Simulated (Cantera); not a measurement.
Input: 1 mol Si, 0.021 mol H2O, 180 mol N2, at 1600 Pa.

These are equilibrium values from Cantera (NASA tables, ideal gas, pure condensed phases), not measurements of a reactor. Candidate condensed phases: H2O, Si, SiO2, Si2N2O, Si3N4; 35 gas species. The tables' values for SiN are old estimates; treat these amounts as uncertain. Kinetics and transport are ignored. All values below are at 2123 K.

Base state: N2 0.994, Si 0.00506, H 0.000164, SiN 0.000126, SiO 0.000116, Si2N 7.08e-5, H2 3.33e-5, Si2 3.30e-5 (mole fractions); condensed: gas only.

Problem. What changes in the equilibrium state with this change: Si replaced by Si3N4?

Solution. 
```json
[
 {"species": "N2", "before": "0.994", "after": "0.988"},
 {"species": "Si", "before": "0.00506", "after": "0.0106"},
 {"species": "Si2N", "before": "7.08e-5", "after": "0.000311"},
 {"species": "Si3", "before": "3.18e-6", "after": "2.94e-5"},
 {"species": "Si2", "before": "3.30e-5", "after": "0.000145"},
 {"species": "SiN", "before": "0.000126", "after": "0.000264"},
 {"species": "H2", "before": "3.33e-5", "after": "3.19e-5"},
 {"species": "H", "before": "0.000164", "after": "0.000160"},
 {"species": "Si(l), mol", "before": "0", "after": "0.789"}
]
```
